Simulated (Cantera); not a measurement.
A perfectly stirred reactor is fed with C2H6 : H2 = 1 : 13 (molar parts), at 100000 Pa; it is held at 1950 K, and followed from long to short residence time.

Model: GRI-Mech 3.0 (53 species, 325 reactions), integrated in Cantera. GRI-Mech 3.0 stops at C3 and has no aromatics, soot or wall deposition, so with more carbon than oxygen in the feed, carbon stays in small species such as C2H2 where larger ones or solid carbon would form.

x: mole fraction; the columns are a selection and need not sum to one.

```json
[
 {"τ (s)": "22", "x C2H6": "3.06e-7", "x H2": "0.934", "x CH4": "0.00463", "x CH3": "0.000110", "x C2H": "1.12e-6"},
 {"τ (s)": "8.3", "x C2H6": "3.27e-7", "x H2": "0.934", "x CH4": "0.00472", "x CH3": "0.000112", "x C2H": "1.12e-6"},
 {"τ (s)": "3.2", "x C2H6": "3.83e-7", "x H2": "0.934", "x CH4": "0.00495", "x CH3": "0.000117", "x C2H": "1.12e-6"},
 {"τ (s)": "1.2", "x C2H6": "5.32e-7", "x H2": "0.933", "x CH4": "0.00551", "x CH3": "0.000131", "x C2H": "1.12e-6"},
 {"τ (s)": "0.46", "x C2H6": "9.15e-7", "x H2": "0.933", "x CH4": "0.00672", "x CH3": "0.000160", "x C2H": "1.11e-6"},
 {"τ (s)": "0.18", "x C2H6": "?", "x H2": "0.931", "x CH4": "?", "x CH3": "?", "x C2H": "1.10e-6"},
 {"τ (s)": "0.068", "x C2H6": "4.38e-6", "x H2": "0.929", "x CH4": "0.0130", "x CH3": "0.000314", "x C2H": "1.08e-6"},
 {"τ (s)": "0.026", "x C2H6": "1.06e-5", "x H2": "0.925", "x CH4": "0.0190", "x CH3": "0.000469", "x C2H": "1.04e-6"},
 {"τ (s)": "0.0099", "x C2H6": "2.60e-5", "x H2": "0.921", "x CH4": "0.0273", "x CH3": "0.000699", "x C2H": "1.01e-6"},
 {"τ (s)": "0.0038", "x C2H6": "?", "x H2": "0.915", "x CH4": "?", "x CH3": "?", "x C2H": "9.73e-7"}
]
```

Q: Fill in the missing entries.

A: 
- 0.18, x C2H6: 1.87e-6
- 0.18, x CH4: 0.00899
- 0.18, x CH3: 0.000215
- 0.0038, x C2H6: 6.21e-5
- 0.0038, x CH4: 0.0371
- 0.0038, x CH3: 0.00102
